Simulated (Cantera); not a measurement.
An adiabatic, constant-volume homogeneous reactor starts with CO : H2 : O2 : N2 = 1 : 0.94 : 1.35 : 7.95 (molar parts), equivalence ratio 0.72, at 1275 K and 1.01 bar. Integrator tolerance rtol = 1e-08.

Model: GRI-Mech 3.0 (53 species, 325 reactions), integrated in Cantera.

Task: What does this change do: pressure from 1.01 bar to 5.00 bar?

Result: 
| quantity | before | after |
|---|---|---|
| time of steepest temperature rise | 52.3 µs | 13.3 µs |
| temperature at 0.900 s | 2576 K | 2647 K |
| equilibrium temperature | 2576 K | 2647 K |
| x(CO) at 0.900 s | 0.0164 (gas-phase equilibrium 0.0164) | 0.0114 (gas-phase equilibrium 0.0114) |
| x(H2) at 0.900 s | 0.00265 (gas-phase equilibrium 0.00265) | 0.00172 (gas-phase equilibrium 0.00172) |
| x(O2) at 0.900 s | 0.0371 (gas-phase equilibrium 0.0371) | 0.0347 (gas-phase equilibrium 0.0347) |
| x(H2O) at 0.900 s | 0.0823 (gas-phase equilibrium 0.0823) | 0.0849 (gas-phase equilibrium 0.0849) |
| x(O) at 0.900 s | 0.00293 (gas-phase equilibrium 0.00293) | 0.00174 (gas-phase equilibrium 0.00174) |
| x(N2O) at 0.900 s | 8.13e-7 (gas-phase equilibrium 8.13e-7) | 1.99e-6 (gas-phase equilibrium 1.99e-6) |
| x(H) at 0.900 s | 0.00131 (gas-phase equilibrium 0.00131) | 0.000625 (gas-phase equilibrium 0.000625) |
The hydrogen kinetics of GRI-Mech 3.0 are dated; newer H2 mechanisms differ, most at raised pressure.
